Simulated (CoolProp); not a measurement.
Vapour-liquid equilibrium of isobutane (1) + R245fa (2) at 377.7 K; x and y are mole fractions of (1).

Model: multi-fluid Helmholtz-energy mixture model, Bücker 2006 and Akasaka 2015; pair parameters Bell 2016, in CoolProp.

| x | bubble pressure (bar) | y at the bubble point | dew pressure at overall composition x (bar) | liquid density (mol/L) |
|---|---|---|---|---|
| 0.05 | 15.88 | 0.126 | 14.69 | 7.888 |
| 0.15 | 18.89 | 0.288 | 16.28 | 7.635 |
| 0.25 | 21.06 | 0.391 | 18.12 | 7.383 |
| 0.35 | 22.61 | 0.467 | 20.19 | 7.143 |
| 0.45 | 23.72 | 0.532 | 22.29 | 6.934 |
| 0.55 | 24.44 | 0.594 | 23.97 | 6.783 |
| 0.65 | 24.79 | 0.659 | 24.76 | 6.718 |
| 0.75 | 24.69 | 0.732 | 24.59 | 6.755 |
| 0.85 | 24.04 | 0.817 | 23.68 | 6.887 |
| 0.95 | 22.65 | 0.928 | 22.34 | 7.087 |

y crosses x between x = 0.65 and 0.75: the model has an azeotrope there.

Pair parameters are fitted to limited data, so mixtures are less certain than the pure fluids.
